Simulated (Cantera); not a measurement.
Input: 1 mol Cr2O3, 87 mol H2, at 1775 °C and 0.000790 bar.

These are equilibrium values from Cantera (NASA tables, ideal gas, pure condensed phases), not measurements of a reactor. Candidate condensed phases: Cr, Cr2O3, H2O; 13 gas species. The numbers say what is thermodynamically allowed, not how fast it happens.

Base state: H2 0.872, H 0.0744, H2O 0.0316, Cr 0.0211, CrO 0.000544, OH 0.000293, O 1.81e-5 (mole fractions); condensed: gas only.

Question: What changes in the equilibrium state with this change: temperature from 1775 °C to 1875 °C?

Answer: 
```csv
species,before,after
H2,0.872,0.814
H,0.0744,0.134
H2O,0.0316,0.0301
Cr,0.0211,0.0204
O,1.81e-5,7.40e-5
OH,0.000293,0.000638
CrO,0.000544,0.000594
```

Question: What changes in the equilibrium state with this change: Cr2O3 replaced by Fe3O4?

Answer: 
| species | before | after |
|---|---|---|
| H2 | 0.872 | 0.852 |
| H | 0.0744 | 0.0735 |
| H2O | 0.0316 | 0.0423 |
| Fe | 0 | 0.0321 |
| Cr | 0.0211 | 0 |
| CrO | 0.000544 | 0 |
| FeO | 0 | 3.56e-5 |
| O | 1.81e-5 | 2.48e-5 |
Further candidate phases: Fe, FeO, Fe(OH)2, Fe(OH)3, Fe2O3, Fe3O4.
